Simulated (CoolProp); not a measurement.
Chlorine along the isotherm 330.6 K: Z from the reference equation and from simpler models built on Tc = 416.9 K, pc = 7642 kPa, ω = 0.070; each cubic takes its own stable root.

The numbers come from the reference Helmholtz-energy equation of state, Thol 2021 in CoolProp.

| p (kPa) | phase | reference |
|---|---|---|
| 12.1 | gas | 0.9989 |
| 22.9 | gas | 0.9980 |
| 43.4 | gas | 0.9962 |
| 82.3 | gas | 0.9927 |
| 156 | gas | 0.9861 |
| 296 | gas | 0.9733 |
| 561 | gas | 0.9481 |
| 1060 | gas | 0.8966 |
| 2020 | liquid | 0.04050 |
| 3820 | liquid | 0.07609 |

**Question.** How far does each simpler model (Redlich-Kwong, Peng-Robinson) lie from the reference over these 10 states: mean and median of the absolute difference, and the worst?

**Answer.** 
- Redlich-Kwong: mean 2.4 %, median 0.1 %, worst +11.6 % at 330.6 K and 2020 kPa
- Peng-Robinson: mean 0.6 %, median 0.1 %, worst -2.6 % at 330.6 K and 3820 kPa
